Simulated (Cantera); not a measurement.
A Cantera script and its output.

```python
import numpy as np
import cantera as ct

gas = ct.Solution("gri30.yaml")


def delay(T, t_max=10):
    gas.TPX = T, 1000000, {'H2': 1, 'O2': 0.238, 'N2': 1.64}
    reactor = ct.IdealGasReactor(gas, clone=False)
    net = ct.ReactorNet([reactor])
    net.rtol, net.atol = 1e-8, 1e-16
    while net.time < t_max:
        t_old, T_old = net.time, reactor.T
        net.step()
        if reactor.T > T + 400:  # ignition: a rise of 400 K
            return t_old + (T + 400 - T_old) / (reactor.T - T_old) * (net.time - t_old)
    return np.nan


taus = []
for T in [1323, 1423, 1523, 1623, 1723, 1823, 1923, 2023]:
    taus.append(delay(T))
    print(f"T0 = {T:6g} K   tau = {taus[-1]:.4e} s")
```

It prints:

```
T0 =   1323 K   tau = 5.8832e-06 s
T0 =   1423 K   tau = 3.0129e-06 s
T0 =   1523 K   tau = 1.9643e-06 s
T0 =   1623 K   tau = 1.4307e-06 s
T0 =   1723 K   tau = 1.1190e-06 s
T0 =   1823 K   tau = 9.2591e-07 s
T0 =   1923 K   tau = 8.0558e-07 s
T0 =   2023 K   tau = 7.3377e-07 s
```

Model: GRI-Mech 3.0 (53 species, 325 reactions), integrated in Cantera. The hydrogen kinetics of GRI-Mech 3.0 are dated; newer H2 mechanisms differ, most at raised pressure. Where the delays flatten at high temperature, the 400 K rule measures the pace of heat release, not the induction time.
